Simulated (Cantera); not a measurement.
Input (Python, Cantera):

```python
import numpy as np
import cantera as ct

gas = ct.Solution("gri30.yaml")
gas.TPX = 1225, 500000, {'C3H8': 1, 'O2': 6.85, 'N2': 25.8}
reactor = ct.IdealGasReactor(gas, energy="on", clone=False)
net = ct.ReactorNet([reactor])
net.rtol, net.atol = 1e-08, 1e-16
show = ['C3H8', 'O2', 'HCN', 'C2H6', 'CH2CO', 'C2H2', 'H2O']
times = np.geomspace(9e-06, 0.5, 14)

steps = ct.SolutionArray(gas, extra=["t"])
rows = []
print(f"{'t/s':>10s}{'T/K':>9s}{'P/Pa':>11s}" + "".join(f"{s:>11s}" for s in show))
for t in times:
    while net.time < t:
        t_next = net.step()
        steps.append(gas.state, t=t_next)
    rows.append([np.interp(t, steps.t, y) for y in (steps.T, steps.P, *steps(*show).X.T)])
    print(f"{t:10.3e}{rows[-1][0]:9.1f}{rows[-1][1]:11.4g}" + "".join(f"{x:11.3e}" for x in rows[-1][2:]))
rate = np.gradient(steps.T, steps.t)
print("integrator steps:", len(steps.t))
if steps.T.max() > steps.T[0] + 200:
    print(f"time of steepest temperature rise: {steps.t[rate.argmax()]:.4e} s")
gas.TPX = 1225, 500000, {'C3H8': 1, 'O2': 6.85, 'N2': 25.8}
gas.equilibrate("UV")
print(f"equilibrium (UV): T = {gas.T:.1f} K  " + "  ".join(f"{s} {gas[s].X[0]:.3e}" for s in show))
```

Output:

```
       t/s      T/K       P/Pa       C3H8         O2        HCN       C2H6      CH2CO       C2H2        H2O
 9.000e-06   1225.0      5e+05  2.971e-02  2.036e-01  5.203e-21  1.826e-08  1.535e-11  1.891e-12  3.535e-07
 2.086e-05   1224.9      5e+05  2.970e-02  2.036e-01  6.291e-20  2.549e-07  2.702e-10  2.525e-11  2.246e-06
 4.833e-05   1224.8      5e+05  2.966e-02  2.035e-01  1.982e-18  3.753e-06  6.549e-09  5.265e-10  1.736e-05
 1.120e-04   1224.9  5.001e+05  2.950e-02  2.034e-01  2.589e-17  3.241e-05  1.156e-07  8.854e-09  8.603e-05
 2.595e-04   1225.5  5.005e+05  2.910e-02  2.032e-01  1.065e-16  1.164e-04  1.004e-06  7.602e-08  2.682e-04
 6.014e-04   1227.4  5.019e+05  2.795e-02  2.025e-01  4.696e-16  3.322e-04  8.041e-06  5.998e-07  8.321e-04
 1.394e-03   1253.7  5.167e+05  2.103e-02  1.965e-01  3.808e-14  1.189e-03  1.956e-04  1.407e-05  5.631e-03
 3.229e-03   2808.1  1.198e+06  1.009e-43  4.819e-02  5.097e-10  4.385e-30  1.387e-17  3.968e-19  1.035e-01
 7.483e-03   2808.1  1.198e+06  1.008e-43  4.818e-02  5.100e-10  4.385e-30  1.387e-17  3.967e-19  1.035e-01
 1.734e-02   2808.1  1.198e+06  1.008e-43  4.818e-02  5.100e-10  4.385e-30  1.387e-17  3.967e-19  1.035e-01
 4.018e-02   2808.1  1.198e+06  1.008e-43  4.818e-02  5.100e-10  4.385e-30  1.387e-17  3.967e-19  1.035e-01
 9.311e-02   2808.1  1.198e+06  1.008e-43  4.818e-02  5.100e-10  4.385e-30  1.387e-17  3.967e-19  1.035e-01
 2.158e-01   2808.1  1.198e+06  1.008e-43  4.818e-02  5.100e-10  4.385e-30  1.387e-17  3.967e-19  1.035e-01
 5.000e-01   2808.1  1.198e+06  1.008e-43  4.818e-02  5.100e-10  4.385e-30  1.387e-17  3.967e-19  1.035e-01
integrator steps: 2240
time of steepest temperature rise: 1.5226e-03 s
equilibrium (UV): T = 2808.1 K  C3H8 1.791e-43  O2 4.818e-02  HCN 5.100e-10  C2H6 7.489e-30  CH2CO 1.641e-17  C2H2 4.336e-19  H2O 1.035e-01
```

Computed with Cantera and GRI-Mech 3.0 (53 species, 325 reactions). GRI-Mech 3.0 was tuned for natural gas; its chemistry of propane as a main component is partial and can be far from experiment.
